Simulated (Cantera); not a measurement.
Feed: 1 mol Ta(OEt)5, a varied amount of H2O, 77 mol H2, equilibrated at 1700 °C and 7.50 Torr.

These are equilibrium values from Cantera (NASA tables, ideal gas, pure condensed phases), not measurements of a reactor. Candidate condensed phases: C, C6H6, C7H8, C8H18, H2O, Ta, TaC, Ta2O5; 113 gas species. The feed counts by its element totals alone. Mutual solubility and eutectic melting of coexisting phases are not modelled. TaC: taken at fixed stoichiometry. Condensed phases not in the tables: Ta2C, N, O or C dissolved in the metal. Rates play no part.

Task: At 4.9 mol H2O, list the 4 most abundant gas species with their mole fractions, and the condensed phases.

Result: H2 0.893, CO 0.0938, H 0.0128, H2O 0.000564. Condensed: Ta(s) + TaC(s).
